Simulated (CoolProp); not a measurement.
The fluid at 258.05 K and 2.71 MPa is throttled through a valve to 0.214 MPa with no heat exchange. The same conditions are run with several fluids, on thermodynamics alone (safety and materials aside).

The numbers come from the reference Helmholtz-energy equation of state of each fluid (fluorine: de Reuck 1990; carbon monoxide: Lemmon 2006; oxygen: Schmidt 1985; methane: Setzmann 1991; CF4 (R14): Platzer 1990) in CoolProp. The equations of Platzer and Polt are older, rougher fits.

| fluid | temperature change (K) | final density (kg/m³) |
|---|---|---|
| fluorine | -6.3 | 3.89 |
| carbon monoxide | [?] | [?] |
| oxygen | -8.9 | [?] |
| methane | [?] | 1.71 |
| CF4 (R14) | [?] | 9.79 |

Question: What belongs in the gaps?

Answer: 
- carbon monoxide, temperature change (K): -8.3
- carbon monoxide, final density (kg/m³): 2.89
- oxygen, final density (kg/m³): 3.31
- methane, temperature change (K): -15.3
- CF4 (R14), temperature change (K): -22.5
